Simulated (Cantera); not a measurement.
An isothermal, constant-pressure homogeneous reactor starts with 14.9 % CH₄, 85.1 % N₂, at 1575 K and 54.8 Torr.

Cantera simulation using GRI-Mech 3.0 (53 species, 325 reactions); the numbers are that mechanism's predictions, not measurements. GRI-Mech 3.0 stops at C3 and has no aromatics, soot or wall deposition, so with more carbon than oxygen in the feed, carbon stays in small species such as C2H2 where larger ones or solid carbon would form.

x: mole fraction; the columns are a selection and need not sum to one.

```
t (s)        x CH₄    x C₂H₆    x C₂H₄    x C₂H₂     x CH₂
--------  --------  --------  --------  --------  --------
1.00e-6      0.149    <1e-12    <1e-12    <1e-12    <1e-12
3.97e-6      0.149    <1e-12    <1e-12    <1e-12    <1e-12
1.57e-5      0.149    <1e-12    <1e-12    <1e-12    <1e-12
6.24e-5      0.149  2.08e-11  1.50e-11    <1e-12  2.18e-12
0.000247     0.149   1.37e-9   1.45e-9    <1e-12  2.68e-11
0.000981     0.149   7.91e-8   1.01e-7  2.24e-10  3.73e-10
0.00389      0.149   3.41e-6   6.11e-6   6.25e-8       [?]
0.0154       0.148   6.14e-5  0.000263   1.61e-5       [?]
0.0612       0.135  0.000217   0.00372   0.00220       [?]
0.243       0.0951   7.74e-5   0.00194    0.0215       [?]
0.962       0.0461   1.73e-5  0.000400    0.0444       [?]
3.82        0.0122   1.58e-6  0.000134    0.0595       [?]
15.1       0.00236   7.58e-8  0.000124    0.0638       [?]
60.0      0.000735   1.10e-8  0.000126    0.0645       [?]
```

**Question.** Some entries are withheld; supply them.

**Answer.** 
- 0.00389, x CH₂: 5.08e-9
- 0.0154, x CH₂: 4.67e-8
- 0.0612, x CH₂: 1.53e-7
- 0.243, x CH₂: 8.85e-8
- 0.962, x CH₂: 4.79e-8
- 3.82, x CH₂: 1.98e-8
- 15.1, x CH₂: 5.14e-9
- 60.0, x CH₂: 1.67e-9
